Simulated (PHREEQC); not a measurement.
Copper plating or etch bath: an equilibrium model

Solution (25 °C): 0.013 mol Cu(NO3)2 and 0.00076 mol FeCl3 per kg of water. Closed to the air; pH follows from the charge balance.

All values are PHREEQC results (ion-association model, phreeqc.dat), not measurements.

- pH = 3.16
- ionic strength = 0.0421 mol/kgw
- total alkalinity = -1.52 meq/kg

```tsv
species	molality	activity	log γ
NO3-	0.0260	0.0213	-0.087
Cu+2	0.0130	0.00652	-0.298
Cl-	0.00224	0.00185	-0.083
H+	0.000798	0.000687	-0.065
FeOH+2	0.000469	0.000228	-0.313
Fe(OH)2+	0.000131	0.000110	-0.077
Fe+3	9.36e-5	2.43e-5	-0.586
CuCl+	3.92e-5	3.24e-5	-0.082
Fe2(OH)2+4	2.70e-5	1.40e-6	-1.287
Fe3(OH)4+5	3.28e-6	3.20e-8	-2.011
FeCl+2	2.78e-6	1.35e-6	-0.313
CuOH+	1.15e-7	9.49e-8	-0.082
```

No solid was allowed to form. Saturation is exceeded, for instance for Hematite (slow to form), Goethite (slow to form); the values hold only as long as no solid forms.
